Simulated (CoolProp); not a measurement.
Vapour pressure (MPa) of R125: the reference equation beside estimates from Tc = 339.2 K, pc = 3.618 MPa, ω = 0.305.

The numbers come from the reference Helmholtz-energy equation of state, Lemmon 2005 in CoolProp.

```csv
T (K),reference,Lee-Kesler,van der Waals
206.6,0.03717,0.03658,0.3427
210.5,0.04675,0.04613,?
214.4,0.05822,?,0.4220
218.3,0.07183,0.07122,0.4659
222.2,0.08786,0.08730,0.5127
226.1,0.1066,0.1061,0.5626
230.1,0.1289,0.1286,0.6170
234,0.1541,0.1539,0.6732
237.9,0.1829,0.1829,0.7328
241.8,?,0.2160,0.7956
245.7,?,0.2535,0.8619
249.6,0.2948,0.2957,0.9316
253.5,0.3418,0.3430,?
257.4,?,?,1.082
```

Q: Fill in the missing entries.

A: 
- 210.5, van der Waals: 0.3810
- 214.4, Lee-Kesler: 0.05758
- 241.8, reference: 0.2157
- 245.7, reference: 0.2529
- 253.5, van der Waals: 1.005
- 257.4, reference: 0.3943
- 257.4, Lee-Kesler: 0.3959

Absolute difference from the reference over all 14 rows, mean and median: Lee-Kesler 0.6 and 0.4 %, van der Waals 409.4 and 357.8 %.
